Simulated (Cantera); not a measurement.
Feed: 1 mol Cu2O, 690 mol H2, equilibrated at 1.30 bar.

These are equilibrium values from Cantera (NASA tables, ideal gas, pure condensed phases), not measurements of a reactor. Candidate condensed phases: Cu, CuO, Cu(OH)2, Cu2O, H2O; 12 gas species. Equilibrium is a limit: real reactors are often held back by kinetics, nucleation or transport.

**Question.** Which condensed phases are stable at each of these points (T (K)): 723, 823, 923, 1023, 1123, 1223, 1323, 1423, 1523, 1623, 1723?

**Answer.** 
```tsv
T (K)	condensed phases	Cu condensed (%)
723	Cu(s)	100.0
823	Cu(s)	100.0
923	Cu(s)	100.0
1023	Cu(s)	100.0
1123	Cu(s)	100.0
1223	Cu(s)	100.0
1323	Cu(s)	100.0
1423	Cu(l)	99.9
1523	Cu(l)	99.7
1623	Cu(l)	98.5
1723	Cu(l)	94.3
```

From 723 K to 1323 K the condensed part is Cu(s). From 1423 K to 1723 K the condensed part is Cu(l).
